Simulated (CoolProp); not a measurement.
A single-stage vapour-compression cycle with isobutane: evaporating at 250.15 K (dew point), condensing at 306.15 K (bubble point), superheat 5 K, subcooling 5 K, compressor efficiency 0.8, no pressure losses. Each further row changes one setting.

The numbers come from the reference Helmholtz-energy equation of state, Bücker 2006 in CoolProp.

| case | cooling COP | pressure ratio | discharge temperature (K) | refrigerating effect (kJ/kg) | volumetric capacity (kJ/m³) |
|---|---|---|---|---|---|
| as stated | 2.90 | 6.90 | 318.8 | 265 | 476 |
| evaporating temperature 255.15 K | 3.33 | 5.58 | 317.3 | 272 | 594 |
| condensing temperature 301.15 K | 3.28 | 6.00 | 314.0 | 277 | 498 |
| subcooling 10 K | 3.03 | 6.90 | 318.8 | 277 | 498 |
| superheat 15 K | 2.94 | 6.90 | 328.9 | 280 | 482 |
| compressor efficiency 0.7 | 2.54 | 6.90 | 325.7 | 265 | 476 |
